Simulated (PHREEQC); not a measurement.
PHREEQC input (ion-association model, phreeqc.dat):

```
SOLUTION 0
  temp 25
  units mmol/kgw
  pH 7 charge
  Cl 3.41
  Cd 1.7
  Br 72
  K 72
  O(0) 1 O2(g) -0.68
SOLUTION 1-40
  temp 25
  units mmol/kgw
  pH 7 charge
  Cl 52.01
  Mg 26
  O(0) 1 O2(g) -0.68
END
EXCHANGE 1-40
  X 0.12
  -equilibrate 1
END
SELECTED_OUTPUT 1
  -reset false
  -pH true
  -pe true
  -ionic_strength true
  -water true
  -step true
  -totals Br Cd Cl K Mg
  -molalities CdX2 MgX2 KX
  -saturation_indices Sylvite Cd(OH)2
PRINT
  -reset false
TRANSPORT
  -cells 40
  -shifts 240
  -lengths 0.0125
  -time_step 60
  -dispersivities 0.04
  -boundary_conditions flux flux
  -correct_disp true
  -punch_cells 40
  -punch_frequency 8
END
```

Selected output (columns that matter, 13 of 31 rows; pore volumes added in front):

```
pore volumes	pH	mu	Br	Cd	Cl	K	Mg	m_CdX2	m_MgX2	m_KX	si_Sylvite	si_Cd(OH)2
0	5.0777	0.07801	0	0	0.05201	0	0.026	0	0.06	0	-1000	-1000
0.4125	5.0778	0.078509	0.001023	2.558e-08	0.051319	6.0404e-09	0.026166	2.8601e-08	0.06	1.1256e-08	-10.621	-11.998
1.0125	5.0824	0.097777	0.042318	0.00029256	0.023445	0.0007762	0.032196	0.0001928	0.05916	0.0012948	-5.8714	-8.0919
1.6125	5.0835	0.10286	0.066639	0.0011808	0.0070287	0.011123	0.030086	0.00058294	0.050546	0.017742	-5.2448	-7.5769
2.0125	5.0825	0.098057	0.070523	0.0014837	0.0044072	0.023365	0.024294	0.00069795	0.040696	0.037213	-5.1219	-7.4935
2.4125	5.0812	0.092151	0.071611	0.0016147	0.0036724	0.035724	0.01816	0.00074608	0.030683	0.057143	-5.012	-7.4631
3.0125	5.0795	0.084818	0.07195	0.0016793	0.003444	0.050447	0.010789	0.00076848	0.018541	0.08138	-4.8835	-7.4507
3.6125	5.0783	0.080065	0.071994	0.0016946	0.0034143	0.059913	0.0060478	0.00077346	0.010546	0.09736	-4.808	-7.4494
4.0125	5.0778	0.078041	0.071998	0.0016975	0.0034111	0.063945	0.00403	0.00077463	0.0070793	0.10429	-4.7781	-7.4498
4.4125	5.0774	0.076661	0.072	0.0016987	0.0034103	0.066693	0.0026549	0.00077534	0.0046892	0.10907	-4.7586	-7.4503
5.0125	5.0771	0.075399	0.072	0.0016994	0.00341	0.069208	0.0013967	0.00077605	0.0024802	0.11349	-4.7412	-7.4508
5.6125	5.0769	0.074725	0.072	0.0016997	0.00341	0.070552	0.00072422	0.00077649	0.0012899	0.11587	-4.7322	-7.4511
6.0125	5.0768	0.074464	0.072	0.0016998	0.00341	0.071071	0.00046462	0.00077668	0.00082853	0.11679	-4.7287	-7.4512
```
